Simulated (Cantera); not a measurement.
A Cantera script and what it prints.

```python
import numpy as np
import cantera as ct

gas_names = """
    Cu CuF CuF2 Cu2 F F2 H HF H2 H2F2 H3F3 H4F4 H5F5 H6F6 H7F7
""".split()
cond_names = """
    Cu(cr) Cu(L) CuF2(s) CuF2(L)
""".split()


# ... load() reads the species with a 1 bar reference pressure and builds the phases ...
atoms = {
    'CuF2': {'Cu': 1, 'F': 2},
    'H2': {'H': 2},
}
top_T = {}  # K; cautious upper limits of use, not melting points


# ... equilibrate(T, P, feed) seeds the gas with the atoms and calls Mixture.equilibrate('TP', solver="vcs", rtol=1e-11, max_steps=5000) ...
results = []
feed = {'CuF2': 1, 'H2': 1.1}  # mol
T = 1475  # K
P = 0.58  # Pa
mix = equilibrate(T, P, feed)
results.append((T, P, feed, dict(zip(mix.species_names, mix.species_moles))))
print(gas.report(threshold=0.0001))
for i in range(1, mix.n_phases):
    print(f"{mix.phase(i).name:16s} {mix.phase_moles(i):12.5e} mol")
```

Output:

```
       temperature   1475 K
          pressure   0.58 Pa
           density   1.5859e-06 kg/m^3
  mean mol. weight   33.532 kg/kmol
   phase of matter   gas

                          1 kg             1 kmol
                     ---------------   ---------------
          enthalpy       -1.0512e+06       -3.5248e+07  J
   internal energy       -1.4169e+06       -4.7512e+07  J
           entropy            9544.5        3.2005e+05  J/K
    Gibbs function       -1.5129e+07       -5.0732e+08  J
 heat capacity c_p            849.82             28496  J/K
 heat capacity c_v            601.86             20182  J/K

                      mass frac. Y      mole frac. X     chem. pot. / RT
                     ---------------   ---------------   ---------------
                Cu           0.60362           0.31852            -7.688
               CuF          0.011267         0.0045769           -49.152
                 H        2.9898e-05         0.0009946           -16.995
                HF            0.3829           0.64176           -58.459
                H2         0.0020506          0.034108            -33.99
     [  +10 minor]         0.0001386        3.6932e-05

Cu(L)             0.00000e+00 mol
CuF2(L)           0.00000e+00 mol
```

Cantera equilibrium calculation (NASA polynomials, part measured and part estimated; ideal gas, pure solids and liquids).
